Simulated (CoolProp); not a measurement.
The fluid at 291.51 K and 0.484 MPa flows at 5.6 m/s in a round tube of 100 mm bore and 45 µm roughness, fully developed (64/Re and Nu = 3.66 if laminar; Colebrook and Gnielinski if turbulent). The same conditions are run with several fluids, on thermodynamics alone (safety and materials aside).

The numbers come from the reference Helmholtz-energy equation of state of each fluid (sulfur hexafluoride: Guder 2009; R13: Platzer 1990; oxygen: Schmidt 1985; C2F6 (R116): Lemmon 2006; R404A: Lemmon 2003) in CoolProp. The equations of Platzer and Polt are older, rougher fits. Blends and air are pseudo-pure fits.

Q: Rank sulfur hexafluoride, R13, oxygen, C2F6 (R116), R404A by Reynolds number, highest first.

A: C2F6 (R116) (1190000), sulfur hexafluoride (1160000), R404A (996000), R13 (871000), oxygen (177000)

```json
[
 {"fluid": "sulfur hexafluoride", "Darcy friction factor": "0.0168", "pressure drop (Pa/m)": "81.7", "heat-transfer coefficient (W/(m² K))": "269", "mass flow (kg/h)": "4920"},
 {"fluid": "R13", "Darcy friction factor": "0.0169", "pressure drop (Pa/m)": "58.2", "heat-transfer coefficient (W/(m² K))": "190", "mass flow (kg/h)": "3470"},
 {"fluid": "oxygen", "Darcy friction factor": "0.0188", "pressure drop (Pa/m)": "18.9", "heat-transfer coefficient (W/(m² K))": "88.2", "mass flow (kg/h)": "1020"},
 {"fluid": "C2F6 (R116)", "Darcy friction factor": "0.0168", "pressure drop (Pa/m)": "76.8", "heat-transfer coefficient (W/(m² K))": "300", "mass flow (kg/h)": "4620"},
 {"fluid": "R404A", "Darcy friction factor": "0.0169", "pressure drop (Pa/m)": "56.7", "heat-transfer coefficient (W/(m² K))": "254", "mass flow (kg/h)": "3400"}
]
```

Transport values come from each fluid's own correlations; those of R13, C2F6 (R116) are estimates that may be off by 10 % or more.
